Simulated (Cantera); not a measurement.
N2O furnace oxynitridation

An isothermal, constant-pressure homogeneous reactor starts with N2O : N2 = 1 : 3.2 (molar parts), at 1150 K and 89000 Pa.

Detailed kinetics in Cantera: GRI-Mech 3.0 (53 species, 325 reactions). GRI-Mech 3.0 was tuned for natural gas; its chemistry of N2O as a main component is partial and can be far from experiment. The mechanism lacks the step 2 NO + O2 → 2 NO2, which can matter for NO2 below about 1400 K. The temperature is held fixed by assumption; the heat of reaction is taken as removed at once.

```csv
t (s),x N2O,x NO,x NO2,x N2,x O2,x O
3.00e-5,0.238,4.02e-8,<1e-12,0.762,2.15e-7,4.55e-7
0.000150,0.238,4.62e-7,9.23e-12,0.762,2.47e-6,7.60e-7
0.000754,0.238,2.83e-6,3.46e-10,0.762,1.51e-5,7.68e-7
0.00378,0.238,1.47e-5,9.06e-9,0.762,7.87e-5,7.68e-7
0.0189,0.237,7.40e-5,1.98e-7,0.762,0.000396,7.67e-7
0.0949,0.233,0.000365,2.72e-6,0.764,0.00197,7.61e-7
0.475,0.215,0.00171,1.75e-5,0.774,0.00935,7.29e-7
2.38,0.148,0.00639,6.94e-5,0.808,0.0369,5.90e-7
11.9,0.0355,0.0123,0.000136,0.868,0.0842,2.25e-7
59.9,0.000253,0.0129,0.000167,0.887,0.0997,4.78e-9
300,4.54e-8,0.0128,0.000181,0.887,0.0998,2.80e-9
```
x: mole fraction; the columns are a selection and need not sum to one.

Equilibrium at this temperature and pressure: N2O 7.28e-9, NO 0.000100, NO2 1.45e-6, N2 0.894, O2 0.106, O 2.89e-9 (gas phase only).
